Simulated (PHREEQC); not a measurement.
Solution (20 °C): 0.045 mol NH4HF2, 0.00089 mol (NH4)2SiF6 and 0.0037 mol H2SO4 per kg of water. Closed to the air; pH follows from the charge balance.

Equilibrium calculation in PHREEQC: ion-association model, phreeqc.dat.

Question: The ionic strength comes out as 0.0512 mol/kgw. What activity coefficients do HSO4-, NH4+, SO4-2, HF2-, SiF6-2 get?

Answer: HSO4- 0.82, NH4+ 0.80, SO4-2 0.46, HF2- 0.82, SiF6-2 0.46.

Precipitation was switched off in this run. SiF6-2 is the database's only silicon fluoride.
